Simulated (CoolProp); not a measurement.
Isohexane along the isobar 0.684 MPa: Z from the reference equation and from simpler models built on Tc = 497.7 K, pc = 3.043 MPa, ω = 0.280; each cubic takes its own stable root.

The numbers come from the reference Helmholtz-energy equation of state, Lemmon 2006 in CoolProp. It is a short technical equation, of lower accuracy than the large ones.

```json
[
 {"T (K)": "382.8", "phase": "liquid", "reference": "0.03288"},
 {"T (K)": "388.4", "phase": "liquid", "reference": "0.03279"},
 {"T (K)": "394", "phase": "liquid", "reference": "0.03273"},
 {"T (K)": "399.6", "phase": "liquid", "reference": "0.03270"},
 {"T (K)": "405.2", "phase": "liquid", "reference": "0.03269"},
 {"T (K)": "410.8", "phase": "gas", "reference": "0.8210"},
 {"T (K)": "416.4", "phase": "gas", "reference": "0.8314"},
 {"T (K)": "422", "phase": "gas", "reference": "0.8408"},
 {"T (K)": "427.6", "phase": "gas", "reference": "0.8494"},
 {"T (K)": "433.2", "phase": "gas", "reference": "0.8573"},
 {"T (K)": "438.8", "phase": "gas", "reference": "0.8647"},
 {"T (K)": "444.4", "phase": "gas", "reference": "0.8715"},
 {"T (K)": "450", "phase": "gas", "reference": "0.8777"}
]
```

How far does each simpler model (van der Waals, Redlich-Kwong, Soave-Redlich-Kwong, Peng-Robinson) lie from the reference over these 13 states: mean and median of the absolute difference, and the worst?


- van der Waals: mean 983.9 %, median 6.6 %, worst +2585.5 % at 405.2 K and 0.684 MPa
- Redlich-Kwong: mean 571.1 %, median 3.1 %, worst +2481.8 % at 405.2 K and 0.684 MPa
- Soave-Redlich-Kwong: mean 5.1 %, median 1.6 %, worst +12.3 % at 405.2 K and 0.684 MPa
- Peng-Robinson: mean 0.9 %, median 0.4 %, worst -2.4 % at 382.8 K and 0.684 MPa

At some of these states van der Waals, Redlich-Kwong gives the other phase, because its saturation line lies elsewhere.
